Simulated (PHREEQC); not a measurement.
Solution (25 °C): 0.051 mmol/kgw CaSO4, 0.12 mmol/kgw Na2SO4, 0.54 mmol/kgw MgSO4 and 0.062 mmol/kgw ZnCl2. Closed to the air; pH follows from the charge balance.

Model: ion-association model, phreeqc.dat, run in PHREEQC.

Q: The ionic strength comes out as 0.00268 mol/kgw. What activity coefficients do Ca+2, SO4-2, Zn+2, Mg+2, Na+ get?

A: Ca+2 0.80, SO4-2 0.80, Zn+2 0.80, Mg+2 0.80, Na+ 0.95.

No solid was allowed to form.
